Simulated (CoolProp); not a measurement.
Saturated liquid density (kg/m³) of dimethyl ether: the reference equation beside estimates from Tc = 400.4 K, pc = 5.337 MPa, ω = 0.196. Rackett uses Z = 0.29056 − 0.08775 ω.

The numbers come from the reference Helmholtz-energy equation of state, Wu 2011 in CoolProp.

```json
[
 {"T (K)": "243", "reference": "742.5", "Rackett": "729.5", "van der Waals": "453.1", "Redlich-Kwong": "666.4", "Soave-Redlich-Kwong": "680.8"},
 {"T (K)": "248.4", "reference": "735.1", "Rackett": "(withheld)", "van der Waals": "448.8", "Redlich-Kwong": "659.0", "Soave-Redlich-Kwong": "674.0"},
 {"T (K)": "253.8", "reference": "727.7", "Rackett": "715.0", "van der Waals": "444.4", "Redlich-Kwong": "651.4", "Soave-Redlich-Kwong": "667.0"},
 {"T (K)": "259.2", "reference": "720.1", "Rackett": "707.6", "van der Waals": "(withheld)", "Redlich-Kwong": "643.6", "Soave-Redlich-Kwong": "659.7"},
 {"T (K)": "264.6", "reference": "712.4", "Rackett": "700.1", "van der Waals": "435.4", "Redlich-Kwong": "635.6", "Soave-Redlich-Kwong": "(withheld)"},
 {"T (K)": "270.1", "reference": "704.5", "Rackett": "(withheld)", "van der Waals": "430.7", "Redlich-Kwong": "627.3", "Soave-Redlich-Kwong": "644.4"},
 {"T (K)": "275.5", "reference": "696.5", "Rackett": "(withheld)", "van der Waals": "425.9", "Redlich-Kwong": "618.8", "Soave-Redlich-Kwong": "636.4"},
 {"T (K)": "280.9", "reference": "688.4", "Rackett": "676.6", "van der Waals": "421.0", "Redlich-Kwong": "610.1", "Soave-Redlich-Kwong": "628.1"},
 {"T (K)": "286.3", "reference": "680.2", "Rackett": "668.5", "van der Waals": "415.9", "Redlich-Kwong": "601.2", "Soave-Redlich-Kwong": "619.5"},
 {"T (K)": "291.7", "reference": "671.7", "Rackett": "660.2", "van der Waals": "410.8", "Redlich-Kwong": "591.9", "Soave-Redlich-Kwong": "610.7"},
 {"T (K)": "297.2", "reference": "(withheld)", "Rackett": "651.6", "van der Waals": "(withheld)", "Redlich-Kwong": "582.2", "Soave-Redlich-Kwong": "601.3"},
 {"T (K)": "302.6", "reference": "654.2", "Rackett": "642.9", "van der Waals": "399.9", "Redlich-Kwong": "572.4", "Soave-Redlich-Kwong": "591.7"},
 {"T (K)": "308", "reference": "645.1", "Rackett": "634.0", "van der Waals": "394.2", "Redlich-Kwong": "562.3", "Soave-Redlich-Kwong": "581.8"},
 {"T (K)": "313.4", "reference": "635.8", "Rackett": "624.8", "van der Waals": "388.4", "Redlich-Kwong": "551.8", "Soave-Redlich-Kwong": "571.5"},
 {"T (K)": "318.8", "reference": "(withheld)", "Rackett": "615.4", "van der Waals": "382.3", "Redlich-Kwong": "540.9", "Soave-Redlich-Kwong": "560.7"}
]
```

Q: Fill in the missing entries.

A: 
- 248.4, Rackett: 722.3
- 259.2, van der Waals: 440.0
- 264.6, Soave-Redlich-Kwong: 652.2
- 270.1, Rackett: 692.4
- 275.5, Rackett: 684.6
- 297.2, reference: 663.0
- 297.2, van der Waals: 405.3
- 318.8, reference: 626.2

Absolute difference from the reference over all 15 rows, mean and median: Rackett 1.7 and 1.7 %, van der Waals 38.9 and 38.9 %, Redlich-Kwong 11.6 and 11.4 %, Soave-Redlich-Kwong 9.0 and 8.8 %.
